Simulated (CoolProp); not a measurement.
Fluorine at several states: fugacity coefficient from the reference equation and from simpler models built on Tc = 144.4 K, pc = 5240 kPa, ω = 0.045; each cubic takes its own stable root.

Computed with CoolProp (reference Helmholtz-energy equation of state, de Reuck 1990).

```csv
T (K),p (kPa),phase,reference
277.6,428,gas,0.9975
59.7,1480,liquid,0.0009966
101,1600,liquid,0.2739
111.6,13300,liquid,0.09374
```

**Question.** How far does each simpler model (van der Waals, Peng-Robinson) lie from the reference over these 4 states: mean and median of the absolute difference, and the worst?

**Answer.** 
- van der Waals: mean 679.1 %, median 99.2 %, worst +2517.9 % at 59.7 K and 1480 kPa
- Peng-Robinson: mean 5.5 %, median 2.4 %, worst +17.1 % at 59.7 K and 1480 kPa
